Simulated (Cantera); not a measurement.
A Cantera script and what it prints.

```python
import numpy as np
import cantera as ct

gas_names = """
    H HO2 H2 H2O H2O2 O OH O2 O3 Pb PbO Pb2
""".split()
cond_names = """
    H2O(s) H2O(L) Pb(cr) Pb(L) PbO(rd) PbO(yw) PbO(L) PbO2(s) Pb3O4(s)
""".split()


def load(file, names, dense=False):
    # The tables refer to 1 bar. Condensed volumes are neglected.
    table = {s.name: s for s in ct.Species.list_from_file(file)}
    out = []
    for n in names:
        d = dict(table[n].input_data)
        d["thermo"] = dict(d["thermo"], **{"reference-pressure": 1e5})
        if dense:
            d["equation-of-state"] = {"model": "constant-volume", "density": "1e6 g/cm^3"}
        out.append(ct.Species.from_dict(d))
    return out


gas = ct.Solution(thermo="ideal-gas", species=load("nasa_gas.yaml", gas_names))
cond = {s.name: ct.Solution(thermo="fixed-stoichiometry", species=[s], name=s.name)
        for s in load("nasa_condensed.yaml", cond_names, dense=True)}
atoms = {
    'PbO': {'Pb': 1, 'O': 1},
    'H2': {'H': 2},
}
top_T = {'Pb3O4(s)': 820}  # K; cautious upper limits of use, not melting points


def equilibrate(T, P, feed):
    n = {}
    for name, mol in feed.items():
        for a, k in atoms[name].items():
            n[a] = n.get(a, 0.0) + k * mol
    gas.TPX = T, P, n
    mass = sum(n.values()) * gas.mean_molecular_weight
    gas.equilibrate("TP")
    valid = [c for c in cond.values() if c.min_temp <= T <= top_T.get(c.name, c.max_temp)]
    mix = ct.Mixture([(gas, mass / gas.mean_molecular_weight)] + [(c, 0.0) for c in valid])
    mix.T, mix.P = T, P
    mix.equilibrate("TP", solver="vcs", rtol=1e-11, max_steps=5000)
    return mix


results = []
feed = {'PbO': 1, 'H2': 0.23}  # mol
T = 698  # K
P = 10000  # Pa
mix = equilibrate(T, P, feed)
results.append((T, P, feed, dict(zip(mix.species_names, mix.species_moles))))
x = sorted(zip(gas.X, gas.species_names), reverse=True)
print(f"T = {T:g} K  P = {P:g} Pa  gas = {mix.phase_moles(0):.4g} mol")
print("   x: " + "  ".join(f"{s} {v:.3e}" for v, s in x if v > 0.001))
print("   condensed (mol): " + ("  ".join(f"{mix.phase(i).name} {mix.phase_moles(i):.4g}"
      for i in range(1, mix.n_phases) if mix.phase_moles(i) > 1e-12) or "none"))
```

It prints:

```
T = 698 K  P = 10000 Pa  gas = 0.23 mol
   x: H2O 1.000e+00
   condensed (mol): Pb(L) 0.23  PbO(rd) 0.77
```

Equilibrium computed with Cantera from the NASA thermochemical tables; the gas is ideal and each condensed phase is pure.
